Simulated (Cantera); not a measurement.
A closed system holds: 1 mol SiH2Cl2, 5.2 mol H2, held at 1550 K and 16.0 mbar.

Cantera equilibrium calculation (NASA polynomials, part measured and part estimated; ideal gas, pure solids and liquids). Candidate condensed phases: Si; 19 gas species. The tables' values for SiCl3, SiCl are old estimates; treat these amounts as uncertain. The numbers say what is thermodynamically allowed, not how fast it happens.

Base state: H2 0.797, HCl 0.130, SiCl2 0.0701, SiCl3 0.00235, H 0.000222, SiCl4 0.000219, SiHCl3 0.000166, Cl 2.88e-5 (mole fractions); condensed: Si(s).

Q: What changes in the equilibrium state with this change: H2 from 5.2 to 12 mol?

A: 
```
species       before     after
----------  --------  --------
H2             0.797     0.886
HCl            0.130    0.0856
SiCl2         0.0701    0.0276
SiCl4       0.000219   3.39e-5
SiCl3        0.00235  0.000580
Si(s), mol     0.476     0.604
```

Q: What changes in the equilibrium state with this change: H2 from 5.2 to 45 mol?

A: 
```tsv
species	before	after
H2	0.797	0.961
HCl	0.130	0.0343
SiCl2	0.0701	0.00407
SiCl4	0.000219	7.39e-7
SiCl3	0.00235	3.29e-5
Si(s), mol	0.476	0.806
```
The tables' values for SiCl3 are old estimates; treat these amounts as uncertain.
